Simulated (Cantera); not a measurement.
A Cantera script and what it prints.

```python
import numpy as np
import cantera as ct

gas_names = """
    H HO2 H2 H2O H2O2 O OH O2 O3 Si SiH SiH2 SiH3 SiH4 SiO SiO2 Si2 Si3
""".split()
cond_names = """
    H2O(s) H2O(L) Si(cr) Si(L) SiO2(Lqz) SiO2(hqz) SiO2(L)
""".split()


# ... load() reads the species with a 1 bar reference pressure and builds the phases ...
atoms = {
    'SiO2': {'Si': 1, 'O': 2},
    'H2': {'H': 2},
    'H2O': {'H': 2, 'O': 1},
}
top_T = {}  # K; cautious upper limits of use, not melting points


# ... equilibrate(T, P, feed) seeds the gas with the atoms and calls Mixture.equilibrate('TP', solver="vcs", rtol=1e-11, max_steps=5000) ...
results = []
feed = {'SiO2': 1, 'H2': 13, 'H2O': 0.52}  # mol
P = 28  # Pa
for T in [925, 975, 1025, 1075, 1125, 1175, 1225, 1275, 1325, 1375, 1425, 1475, 1525, 1575]:
    mix = equilibrate(T, P, feed)
    results.append((T, P, feed, dict(zip(mix.species_names, mix.species_moles))))
    x = sorted(zip(gas.X, gas.species_names), reverse=True)
    print(f"T = {T:g} K  P = {P:g} Pa  gas = {mix.phase_moles(0):.4g} mol")
    print("   x: " + "  ".join(f"{s} {v:.3e}" for v, s in x if v > 0.001))
    print("   condensed (mol): " + ("  ".join(f"{mix.phase(i).name} {mix.phase_moles(i):.4g}"
          for i in range(1, mix.n_phases) if mix.phase_moles(i) > 1e-12) or "none"))
```

It prints:

```
T = 925 K  P = 28 Pa  gas = 13.52 mol
   x: H2 9.615e-01  H2O 3.846e-02
   condensed (mol): SiO2(hqz) 1
T = 975 K  P = 28 Pa  gas = 13.52 mol
   x: H2 9.615e-01  H2O 3.846e-02
   condensed (mol): SiO2(hqz) 1
T = 1025 K  P = 28 Pa  gas = 13.52 mol
   x: H2 9.615e-01  H2O 3.846e-02
   condensed (mol): SiO2(hqz) 1
T = 1075 K  P = 28 Pa  gas = 13.52 mol
   x: H2 9.615e-01  H2O 3.846e-02
   condensed (mol): SiO2(hqz) 1
T = 1125 K  P = 28 Pa  gas = 13.52 mol
   x: H2 9.615e-01  H2O 3.846e-02
   condensed (mol): SiO2(hqz) 1
T = 1175 K  P = 28 Pa  gas = 13.52 mol
   x: H2 9.615e-01  H2O 3.846e-02
   condensed (mol): SiO2(hqz) 1
T = 1225 K  P = 28 Pa  gas = 13.52 mol
   x: H2 9.615e-01  H2O 3.846e-02
   condensed (mol): SiO2(hqz) 1
T = 1275 K  P = 28 Pa  gas = 13.52 mol
   x: H2 9.615e-01  H2O 3.846e-02
   condensed (mol): SiO2(hqz) 1
T = 1325 K  P = 28 Pa  gas = 13.52 mol
   x: H2 9.614e-01  H2O 3.846e-02
   condensed (mol): SiO2(hqz) 1
T = 1375 K  P = 28 Pa  gas = 13.52 mol
   x: H2 9.613e-01  H2O 3.846e-02
   condensed (mol): SiO2(hqz) 1
T = 1425 K  P = 28 Pa  gas = 13.52 mol
   x: H2 9.611e-01  H2O 3.847e-02
   condensed (mol): SiO2(hqz) 0.9998
T = 1475 K  P = 28 Pa  gas = 13.53 mol
   x: H2 9.606e-01  H2O 3.852e-02
   condensed (mol): SiO2(hqz) 0.999
T = 1525 K  P = 28 Pa  gas = 13.53 mol
   x: H2 9.596e-01  H2O 3.873e-02  H 1.385e-03
   condensed (mol): SiO2(hqz) 0.9958
T = 1575 K  P = 28 Pa  gas = 13.55 mol
   x: H2 9.569e-01  H2O 3.953e-02  H 2.429e-03  SiO 1.166e-03
   condensed (mol): SiO2(hqz) 0.9842
```

Equilibrium computed with Cantera from the NASA thermochemical tables; the gas is ideal and each condensed phase is pure. The tables hold silica as quartz up to 1696 K and as liquid above; real silica turns to tridymite and cristobalite and melts near 1996 K.
